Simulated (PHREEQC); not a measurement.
Synthetic water in mg/L, 20 °C, pH 5.77, pe 8.9:

```
constituent             mg/L
------------------  --------
Na                     0.208
K                      0.209
Ca                     0.355
Mg                     0.254
Cl                     0.119
S(6) as SO4             1.17
Alkalinity as HCO3      1.43
Pb                   0.00958
Si as SiO2           0.00215
F                     0.0255
B                    0.00621
Zn                  0.000986
```

Na is adjusted to close the charge balance.
Valence states are taken as typed.

Computed with PHREEQC (ion-association model, wateq4f.dat).

Each row changes one thing in this solution. Precipitation was switched off in this run.

```
case                                               CO2 (mol/kgw)  HCO3- (mol/kgw)  Pb+2 (mol/kgw)  MgSO4 (mol/kgw)  CaSO4 (mol/kgw)  HF (mol/kgw)  SI of Cerrusite (PbCO3)  SI of Quartz (SiO2)
-------------------------------------------------  -------------  ---------------  --------------  ---------------  ---------------  ------------  -----------------------  -------------------
as made                                                 0.000102          2.51e-5         4.42e-8          2.39e-8          1.87e-8       3.08e-9                    -3.39                -3.39
pH from 5.77 to 5.5 at the same alkalinity                     ?          2.66e-5         4.45e-8          2.39e-8          1.87e-8       5.73e-9                    -3.63                -3.39
all concentrations times 2 at the same typed pH         0.000196          4.86e-5               ?          9.19e-8          7.21e-8       6.14e-9                        ?                -3.09
temperature from 20 to 75 °C at the same typed pH        8.82e-5          2.50e-5         4.38e-8          8.03e-8          2.88e-8             ?                    -3.72                -4.10
Zn from 0.000986 to 0.00296 mg/L                        0.000102          2.51e-5         4.42e-8          2.39e-8          1.87e-8       3.08e-9                    -3.39                -3.39
```

Task: What belongs in the gaps?

Result: 
- pH from 5.77 to 5.5 at the same alkalinity, CO2 (mol/kgw): 0.000201
- all concentrations times 2 at the same typed pH, Pb+2 (mol/kgw): 8.59e-8
- all concentrations times 2 at the same typed pH, SI of Cerrusite (PbCO3): -2.83
- temperature from 20 to 75 °C at the same typed pH, HF (mol/kgw): 8.93e-9

Away from 25 °C the constants follow the database's enthalpies or fits; those with neither stay at their 25 °C values. SiF6-2 is the database's only silicon fluoride. Real BF4- forms and hydrolyses slowly; the run takes it at equilibrium.
